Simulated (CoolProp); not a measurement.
Vapour-liquid equilibrium of CHF3 (R23) (1) + R125 (2) at 1340 kPa; x and y are mole fractions of (1).

The numbers come from the multi-fluid Helmholtz-energy mixture model, Penoncello 2003 and Lemmon 2005; pair parameters Bell 2016 in CoolProp.

```csv
x,"bubble temperature, mixture model (K)","bubble temperature, Raoult's law (K)","y, mixture model","y, Raoult's law"
0.05,293.9,292.8,0.105,0.154
0.15,287.7,285.4,0.293,0.385
0.25,281.8,279.2,0.451,0.547
0.35,276.5,274.0,0.580,0.666
0.45,271.6,269.4,0.685,0.756
0.55,267.1,265.4,0.769,0.825
0.65,263.2,261.8,0.838,0.880
0.75,259.6,258.6,0.894,0.923
0.85,256.3,255.7,0.941,0.958
0.95,253.3,253.1,0.982,0.987
```

The largest gap from Raoult's law is +2.6 K in bubble temperature, at x = 0.25. No azeotrope shows between x = 0.05 and 0.95.

Pair parameters are fitted to limited data, so mixtures are less certain than the pure fluids.
